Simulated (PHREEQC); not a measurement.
Model water analysis in mg/L, 20 °C, pH 1.99, pe 8.8: Na 28.6; K 370; Ca 277; Mg 114; Cl 159; S(6) as SO4 2380; Al 0.596; Mn(2) 1.2; Cd 61.7; Zn 0.905; O(0) (dissolved oxygen) 8.32; N(5) as NO3 0.211.

Valence states are taken as typed.

All values are PHREEQC results (ion-association model, phreeqc.dat), not measurements.

```
quantity                    before    after
-------------------------  -------  -------
ionic strength (mol/kgw)    0.0602   0.0686
SO4-2 (mol/kgw)             0.0136   0.0126
HSO4- (mol/kgw)            0.00659  0.00594
Ca+2 (mol/kgw)             0.00464  0.00974
Mg+2 (mol/kgw)             0.00301  0.00316
CaSO4 (mol/kgw)            0.00213  0.00383
SI of Gypsum (CaSO4:2H2O)    -0.32    -0.06
SI of Sylvite (KCl)          -5.46    -5.46
```

**Question.** Which change was made?
(A) temperature from 20 to 65 °C at the same typed pH
(B) Ca from 277 to 554 mg/L
(C) Ca from 277 to 831 mg/L

**Answer.** B, Ca from 277 to 554 mg/L

No solid was allowed to form.
